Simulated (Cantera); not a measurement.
An isothermal, constant-pressure homogeneous reactor starts with 58.1 % CH4, 41.9 % H2O, at 1550 K and 1.01 bar.

Detailed kinetics in Cantera: GRI-Mech 3.0 (53 species, 325 reactions). GRI-Mech 3.0 stops at C3 and has no aromatics, soot or wall deposition, so with more carbon than oxygen in the feed, carbon stays in small species such as C2H2 where larger ones or solid carbon would form.

Predict: x(CH4) at 20.0 s; x(H2O) at 20.0 s; x(CH3) at 20.0 s; x(H2) at 20.0 s.

x(CH4) at 20.0 s: 0.0573 (gas-phase equilibrium 0.0425)
x(H2O) at 20.0 s: 0.0514 (gas-phase equilibrium 4.70e-6)
x(CH3) at 20.0 s: 4.47e-5 (gas-phase equilibrium 3.21e-5)
x(H2) at 20.0 s: 0.668 (gas-phase equilibrium 0.717)
